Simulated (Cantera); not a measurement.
Charge: 1 mol CH₂F₂, 0.62 mol F₂, 0.93 mol H₂, at 2202 °C and 0.160 bar.

Equilibrium computed with Cantera from the NASA thermochemical tables; the gas is ideal and each condensed phase is pure. Candidate condensed phases: C, C₆H₆, C₇H₈, C₈H₁₈; 95 gas species. Equilibrium is a limit: real reactors are often held back by kinetics, nucleation or transport.

Base state: HF 0.905, H₂ 0.0782, H 0.0157, C₂H₂ (acetylene) 0.000760, F 0.000356, CF 1.08e-5, C₂H 1.04e-5 (mole fractions); condensed: C(graphite).

What changes in the equilibrium state with this change: temperature from 2202 °C to 727 °C?


```csv
species,before,after
HF,0.905,0.913
H₂,0.0782,0.0871
CH₄,1.53e-7,0.000116
H,0.0157,1.67e-9
C₂H₂ (acetylene),0.000760,<1e-9
F,0.000356,<1e-9
CF,1.08e-5,<1e-9
"C(graphite), mol",0.994,1.000
```

What changes in the equilibrium state with this change: 0.31 mol Cl₂ added?


```tsv
species	before	after
HF	0.905	0.819
HCl	0	0.119
Cl	0	0.0379
H₂	0.0782	0.0157
H	0.0157	0.00704
Cl₂	0	2.22e-5
C₂HCl	0	1.27e-5
C₂H₂ (acetylene)	0.000760	0.000152
CF₂	2.75e-6	1.13e-5
C₂H	1.04e-5	4.66e-6
C(graphite), mol	0.994	0.998
```
